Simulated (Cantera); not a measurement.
An isothermal, constant-pressure homogeneous reactor starts with NO : N₂ = 1 : 6.3 (molar parts), at 2175 K and 190000 Pa.

Cantera simulation using GRI-Mech 3.0 (53 species, 325 reactions); the numbers are that mechanism's predictions, not measurements.

x: mole fraction; the columns are a selection and need not sum to one.

| t (s) | x NO | x O₂ | x N₂ | x O | x NO₂ |
|---|---|---|---|---|---|
| 0.000400 | 0.137 | 1.80e-5 | 0.863 | 6.22e-5 | … |
| 0.00101 | 0.137 | 0.000121 | 0.863 | 9.62e-5 | 2.97e-5 |
| 0.00256 | 0.136 | 0.000451 | 0.864 | 0.000104 | 3.20e-5 |
| 0.00649 | 0.134 | 0.00131 | 0.864 | 0.000115 | … |
| 0.0164 | 0.130 | 0.00354 | 0.867 | 0.000139 | … |
| 0.0416 | 0.118 | 0.00935 | 0.872 | 0.000187 | … |
| 0.105 | 0.0901 | 0.0233 | 0.886 | 0.000269 | … |
| 0.266 | 0.0436 | 0.0465 | 0.910 | 0.000367 | … |
| 0.674 | 0.0119 | 0.0623 | 0.925 | 0.000420 | … |
| 1.71 | 0.00725 | 0.0646 | 0.928 | 0.000427 | 7.30e-6 |
| 4.32 | 0.00720 | 0.0647 | 0.928 | 0.000427 | 7.25e-6 |
| 10.9 | 0.00720 | 0.0647 | 0.928 | 0.000427 | 7.25e-6 |
| 27.7 | 0.00720 | 0.0647 | 0.928 | 0.000427 | 7.25e-6 |
| 70.0 | 0.00720 | 0.0647 | 0.928 | 0.000427 | 7.25e-6 |

### Question
What belongs in the gaps?

### Answer

- 0.000400, x NO₂: 1.91e-5
- 0.00649, x NO₂: 3.50e-5
- 0.0164, x NO₂: 4.11e-5
- 0.0416, x NO₂: 5.09e-5
- 0.105, x NO₂: 5.65e-5
- 0.266, x NO₂: 3.75e-5
- 0.674, x NO₂: 1.18e-5
